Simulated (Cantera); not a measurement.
An isothermal, constant-pressure homogeneous reactor starts with 13.9 % C2H6, 86.1 % N2, at 1925 K and 0.987 atm.

Model: GRI-Mech 3.0 (53 species, 325 reactions), integrated in Cantera. GRI-Mech 3.0 stops at C3 and has no aromatics, soot or wall deposition, so with more carbon than oxygen in the feed, carbon stays in small species such as C2H2 where larger ones or solid carbon would form.

x: mole fraction; the columns are a selection and need not sum to one.

```
t (s)       x C2H6    x CH2     x HCN  x C2H2       x H     x CH3    x C2H
--------  --------  -------  --------  ------  --------  --------  -------
6.00e-6     0.0266      ___   4.08e-6  0.0130   0.00149    0.0273  4.10e-6
2.58e-5   0.000617      ___   7.38e-6  0.0645  0.000763   0.00483  5.30e-6
0.000111   6.69e-5      ___   7.69e-6  0.0871  0.000328   0.00162  2.58e-6
0.000476   3.67e-5      ___   8.11e-6  0.0947  0.000337   0.00122  2.63e-6
0.00205    1.03e-5      ___   9.55e-6   0.101  0.000385  0.000656  2.87e-6
0.00880    1.07e-6      ___   1.24e-5   0.106  0.000429  0.000213  3.11e-6
0.0378     9.11e-8      ___   1.60e-5   0.108  0.000445   5.89e-5  3.20e-6
0.162      3.70e-8  8.50e-8   2.24e-5   0.108  0.000447   3.32e-5  3.21e-6
0.698      3.65e-8  8.42e-8   5.12e-5   0.108  0.000447   3.29e-5  3.21e-6
3.00       3.65e-8  8.41e-8  0.000200   0.108  0.000447   3.29e-5  3.21e-6
```

Q: What belongs in the gaps?

A: 
- 6.00e-6, x CH2: 0.000123
- 2.58e-5, x CH2: 1.92e-5
- 0.000111, x CH2: 3.28e-6
- 0.000476, x CH2: 2.44e-6
- 0.00205, x CH2: 1.45e-6
- 0.00880, x CH2: 5.20e-7
- 0.0378, x CH2: 1.49e-7
